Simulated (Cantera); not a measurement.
An isothermal, constant-pressure homogeneous reactor starts with CH4 : O2 : N2 = 0.0069 : 0.027 : 1 (molar parts), equivalence ratio 0.51, at 1500 K and 1.00 atm. Integrator tolerance rtol = 1e-08.

Detailed kinetics in Cantera: GRI-Mech 3.0 (53 species, 325 reactions).

What does this change do: N2 1 to 4.2 parts?


| quantity | before | after |
|---|---|---|
| x(CH4) at 200 s | <1e-12 (gas-phase equilibrium <1e-12) | <1e-12 (gas-phase equilibrium <1e-12) |
| x(O2) at 200 s | 0.0128 (gas-phase equilibrium 0.0126) | 0.00311 (gas-phase equilibrium 0.00303) |
| x(CH2CO) at 200 s | <1e-12 (gas-phase equilibrium <1e-12) | <1e-12 (gas-phase equilibrium <1e-12) |
| x(N2O) at 200 s | 2.29e-8 (gas-phase equilibrium 2.28e-8) | 1.16e-8 (gas-phase equilibrium 1.15e-8) |
| x(NO) at 200 s | 5.28e-6 (gas-phase equilibrium 0.000334) | 3.25e-6 (gas-phase equilibrium 0.000166) |
| x(HO2) at 200 s | 8.70e-9 (gas-phase equilibrium 8.62e-9) | 1.49e-9 (gas-phase equilibrium 1.46e-9) |
| x(O) at 200 s | 4.58e-7 (gas-phase equilibrium 4.55e-7) | 2.26e-7 (gas-phase equilibrium 2.23e-7) |

What does this change do: pressure from 1.00 atm to 17.8 atm?


```json
[
 {"quantity": "x(CH4) at 200 s", "before": "<1e-12 (gas-phase equilibrium <1e-12)", "after": "<1e-12 (gas-phase equilibrium <1e-12)"},
 {"quantity": "x(O2) at 200 s", "before": "0.0128 (gas-phase equilibrium 0.0126)", "after": "0.0128 (gas-phase equilibrium 0.0126)"},
 {"quantity": "x(CH2CO) at 200 s", "before": "<1e-12 (gas-phase equilibrium <1e-12)", "after": "<1e-12 (gas-phase equilibrium <1e-12)"},
 {"quantity": "x(N2O) at 200 s", "before": "2.29e-8 (gas-phase equilibrium 2.28e-8)", "after": "9.67e-8 (gas-phase equilibrium 9.62e-8)"},
 {"quantity": "x(NO) at 200 s", "before": "5.28e-6 (gas-phase equilibrium 0.000334)", "after": "1.46e-5 (gas-phase equilibrium 0.000334)"},
 {"quantity": "x(HO2) at 200 s", "before": "8.70e-9 (gas-phase equilibrium 8.62e-9)", "after": "1.79e-8 (gas-phase equilibrium 1.77e-8)"},
 {"quantity": "x(O) at 200 s", "before": "4.58e-7 (gas-phase equilibrium 4.55e-7)", "after": "1.09e-7 (gas-phase equilibrium 1.08e-7)"}
]
```
The pressure lies above the range GRI-Mech 3.0 was tuned for (to about 10 atm).
